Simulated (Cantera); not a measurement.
A closed system holds: 1 mol Na2CO3, 1.5 mol O2, 0.19 mol H2O, held at 1250 °C.

Equilibrium computed with Cantera from the NASA thermochemical tables; the gas is ideal and each condensed phase is pure. Candidate condensed phases: C, C6H6, C7H8, C8H18, H2O, Na, NaOH, NaO2, Na2CO3, Na2O, Na2O2; 117 gas species. Kinetics and transport are ignored.

### Question
Which condensed phases are stable at each of these points (P (Pa)): 10, 42, 180, 750, 3200, 13000, 56000, 240000, 1000000?

### Answer
| P (Pa) | condensed phases | Na condensed (%) |
|---|---|---|
| 10 | gas only | 0.0 |
| 42 | gas only | 0.0 |
| 180 | gas only | 0.0 |
| 750 | Na2CO3(l) | 35.8 |
| 3200 | Na2CO3(l) | 81.8 |
| 13000 | Na2CO3(l) | 91.2 |
| 56000 | Na2CO3(l) | 96.4 |
| 240000 | Na2CO3(l) | 98.6 |
| 1000000 | Na2CO3(l) | 99.5 |

From 10.0 Pa to 1.80 mbar nothing is condensed. From 7.50 mbar to 10.0 bar the condensed part is Na2CO3(l).
